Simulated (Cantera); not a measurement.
Feed: 1 mol Cu₂O, 5.1 mol CO, equilibrated at 2200 °C.

These are equilibrium values from Cantera (NASA tables, ideal gas, pure condensed phases), not measurements of a reactor. Candidate condensed phases: C, Cu, CuO, Cu₂O; 15 gas species. Kinetics and transport are ignored.

x: gas mole fraction; n: condensed amount in mol.

```
P (Pa)    x CO    x Cu   x CO₂       x O      x O₂  x Cu₂     x CuO  n Cu(l)
-------  -----  ------  ------  --------  --------  -----  --------  -------
10       0.628   0.252  0.0153    0.0987   0.00606    ___   1.44e-5        0
68       0.617   0.263  0.0549    0.0530    0.0119    ___   5.49e-5        0
460      0.595   0.275   0.107    0.0159   0.00720    ___  0.000116        0
3200     0.581   0.280   0.134   0.00291   0.00169    ___  0.000151        0
22000    0.579   0.278   0.140  0.000444  0.000270    ___  0.000157        0
150000   0.724  0.0979   0.176   6.57e-5   4.03e-5    ___   5.58e-5     1.43
1000000  0.792  0.0147   0.193   9.87e-6   6.06e-6    ___   8.39e-6     1.92
```

What belongs in the gaps?


- 10, x Cu₂: 6.34e-7
- 68, x Cu₂: 4.70e-6
- 460, x Cu₂: 3.47e-5
- 3200, x Cu₂: 0.000250
- 22000, x Cu₂: 0.00170
- 150000, x Cu₂: 0.00143
- 1000000, x Cu₂: 0.000215
